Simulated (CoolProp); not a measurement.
A simple Rankine cycle with R123: condensing at 307.15 K, boiler at 1.75 MPa, turbine inlet 499 K, turbine efficiency 0.65, pump efficiency 0.8, no recuperator. Each further row changes one setting.

Computed with CoolProp (reference Helmholtz-energy equation of state, Younglove 1994). It is a modified Benedict-Webb-Rubin equation, recast in Helmholtz form.

```csv
case,thermal efficiency (%),net work (kJ/kg),heat in (kJ/kg),turbine exit temperature (K),volume ratio over the turbine
as stated,12.5,?,306,437.6,13.8
condensing temperature 299.15 K,13.5,?,?,432.3,18.2
boiler pressure 1.22 MPa,?,?,311,448.0,?
turbine efficiency 0.55,10.5,32.1,306,445.0,14.0
```

Task: Fill in the missing entries.

Result: 
- as stated, net work (kJ/kg): 38.2
- condensing temperature 299.15 K, net work (kJ/kg): 42.3
- condensing temperature 299.15 K, heat in (kJ/kg): 314
- boiler pressure 1.22 MPa, thermal efficiency (%): 11.1
- boiler pressure 1.22 MPa, net work (kJ/kg): 34.4
- boiler pressure 1.22 MPa, volume ratio over the turbine: 9.40
